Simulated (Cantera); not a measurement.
# Ignition delay

Mixture: 5.06 % CH4, 0.556 % CO, 23.6 % O2, 70.8 % N2, equivalence ratio 0.44, at 4.93 atm, adiabatic and at constant pressure. Ignition delay is the time to a rise of 400 K.

Computed with Cantera and GRI-Mech 3.0 (53 species, 325 reactions).

```
T0 (K)  delay (ms)
------  ----------
1175          8.26
1250          3.08
1325          1.26
1400         0.554
1475         0.264
1550         0.135
1625        0.0743
1700        0.0434
1775        0.0268
```

```
Item                                                     Value
--------------------------------------------------  ----------
apparent activation energy between 1625 and 1775 K  160 kJ/mol
```
